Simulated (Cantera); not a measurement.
Cantera run:

```python
import numpy as np
import cantera as ct

gas_names = [...]  # 130 gases of nasa_gas.yaml made of C, H, Mg, O, S
cond_names = """
    C(gr) C6H6(L) C7H8(L) C8H18(L),n-octa H2O(s) H2O(L) H2SO4(L) Mg(cr) Mg(L) MgCO3(s) MgO(s) MgO(L)
    MgO2H2(s) MgS(s) MgSO4(s) MgSO4(L) S(cr1) S(cr2) S(L)
""".split()


# ... load() reads the species with a 1 bar reference pressure and builds the phases ...
atoms = {
    'MgSO4': {'Mg': 1, 'S': 1, 'O': 4},
    'CO2': {'C': 1, 'O': 2},
    'H2O': {'H': 2, 'O': 1},
}
top_T = {'C(gr)': 4500, 'MgS(s)': 2250}  # K; cautious upper limits of use, not melting points


# ... equilibrate(T, P, feed) seeds the gas with the atoms and calls Mixture.equilibrate('TP', solver="vcs", rtol=1e-11, max_steps=5000) ...
results = []
feed = {'MgSO4': 1, 'CO2': 0.15, 'H2O': 1.4}  # mol
P = 11  # Pa
for T in [600, 800, 1000, 1200, 1400, 1600, 1800, 2000, 2200]:
    mix = equilibrate(T, P, feed)
    results.append((T, P, feed, dict(zip(mix.species_names, mix.species_moles))))
    x = sorted(zip(gas.X, gas.species_names), reverse=True)
    print(f"T = {T:g} K  P = {P:g} Pa  gas = {mix.phase_moles(0):.4g} mol")
    print("   x: " + "  ".join(f"{s} {v:.3e}" for v, s in x if v > 0.0001))
    print("   condensed (mol): " + ("  ".join(f"{mix.phase(i).name} {mix.phase_moles(i):.4g}"
          for i in range(1, mix.n_phases) if mix.phase_moles(i) > 1e-12) or "none"))
```

It prints:

```
T = 600 K  P = 11 Pa  gas = 1.55 mol
   x: H2O 9.032e-01  CO2 9.677e-02
   condensed (mol): MgO(s) 5.075e-09  MgSO4(s) 1
T = 800 K  P = 11 Pa  gas = 1.553 mol
   x: H2O 9.016e-01  CO2 9.660e-02  SO2 1.172e-03  O2 5.859e-04
   condensed (mol): MgO(s) 0.001835  MgSO4(s) 0.9982
T = 1000 K  P = 11 Pa  gas = 3.046 mol
   x: H2O 4.596e-01  SO2 3.258e-01  O2 1.629e-01  CO2 4.924e-02  SO3 2.491e-03
   condensed (mol): MgO(s) 1
T = 1200 K  P = 11 Pa  gas = 3.05 mol
   x: H2O 4.591e-01  SO2 3.276e-01  O2 1.638e-01  CO2 4.919e-02  SO3 3.575e-04
   condensed (mol): MgO(s) 1
T = 1400 K  P = 11 Pa  gas = 3.05 mol
   x: H2O 4.586e-01  SO2 3.277e-01  O2 1.637e-01  CO2 4.916e-02  OH 6.049e-04
   condensed (mol): MgO(s) 1
T = 1600 K  P = 11 Pa  gas = 3.055 mol
   x: H2O 4.557e-01  SO2 3.271e-01  O2 1.631e-01  CO2 4.886e-02  OH 3.462e-03  H2 7.137e-04  O 5.584e-04  CO 2.300e-04  H 1.385e-04  SO 1.231e-04
   condensed (mol): MgO(s) 1
T = 1800 K  P = 11 Pa  gas = 3.088 mol
   x: H2O 4.398e-01  SO2 3.223e-01  O2 1.616e-01  CO2 4.631e-02  OH 1.323e-02  H2 5.618e-03  O 4.664e-03  H 2.559e-03  CO 2.260e-03  SO 1.514e-03
   condensed (mol): MgO(s) 0.9997
T = 2000 K  P = 11 Pa  gas = 3.308 mol
   x: H2O 3.679e-01  SO2 2.920e-01  O2 1.633e-01  OH 3.600e-02  CO2 3.457e-02  O 2.578e-02  H2 2.504e-02  H 2.454e-02  CO 1.079e-02  SO 1.023e-02  Mg 9.409e-03  MgO 1.877e-04  MgOH 1.474e-04  S 1.201e-04
   condensed (mol): MgO(s) 0.9677
T = 2200 K  P = 11 Pa  gas = 5.565 mol
   x: Mg 1.766e-01  O2 1.762e-01  SO2 1.517e-01  H2O 1.376e-01  O 1.082e-01  H 1.014e-01  OH 5.460e-02  H2 3.565e-02  SO 2.658e-02  CO 1.557e-02  CO2 1.138e-02  MgO 2.466e-03  S 1.369e-03  MgOH 6.251e-04
   condensed (mol): none
```

Cantera equilibrium calculation (NASA polynomials, part measured and part estimated; ideal gas, pure solids and liquids).
